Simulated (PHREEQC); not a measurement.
A solution holds 0.036 mol HCl, 0.00011 mol FeCl3 and 0.037 mol KCl per kg of water, at 25 °C. It is in equilibrium with CO2 at log p = -1 (atm). Otherwise closed; pH follows from the charge balance.

The numbers come from PHREEQC with the ion-association model, phreeqc.dat.

Each row changes one thing in this solution. No solid was allowed to form.

```json
[
 {"case": "as made", "pH": "1.52", "(CO2)2 (mol/kgw)": "2.09e-7", "HCO3- (mol/kgw)": "6.20e-8", "SI of Sylvite (KCl)": "-3.67"},
 {"case": "HCl replaced by SrCl2 at the same molality", "pH": "3.85", "(CO2)2 (mol/kgw)": "2.05e-7", "HCO3- (mol/kgw)": "1.40e-5", "SI of Sylvite (KCl)": "-3.56"},
 {"case": "KCl replaced by KBr at the same molality", "pH": "1.52", "(CO2)2 (mol/kgw)": "2.09e-7", "HCO3- (mol/kgw)": "6.20e-8", "SI of Sylvite (KCl)": "-3.98"},
 {"case": "diluted 5-fold with water", "pH": "2.19", "(CO2)2 (mol/kgw)": "2.12e-7", "HCO3- (mol/kgw)": "2.62e-7", "SI of Sylvite (KCl)": "-4.97"},
 {"case": "HCl replaced by MgCl2 at the same molality", "pH": "3.85", "(CO2)2 (mol/kgw)": "2.05e-7", "HCO3- (mol/kgw)": "1.41e-5", "SI of Sylvite (KCl)": "-3.56"},
 {"case": "FeCl3 left out", "pH": "1.52", "(CO2)2 (mol/kgw)": "2.09e-7", "HCO3- (mol/kgw)": "6.20e-8", "SI of Sylvite (KCl)": "-3.68"},
 {"case": "HCl replaced by FeCl2 at the same molality", "pH": "3.83", "(CO2)2 (mol/kgw)": "2.06e-7", "HCO3- (mol/kgw)": "1.32e-5", "SI of Sylvite (KCl)": "-3.56"},
 {"case": "temperature from 25 to 45 °C", "pH": "1.52", "(CO2)2 (mol/kgw)": "1.49e-7", "HCO3- (mol/kgw)": "4.56e-8", "SI of Sylvite (KCl)": "-3.78"}
]
```

Some of these states are supersaturated (in Hematite (slow to form), Goethite (slow to form), Fe(OH)3(a), for instance). Constants without temperature data keep their 25 °C values here.
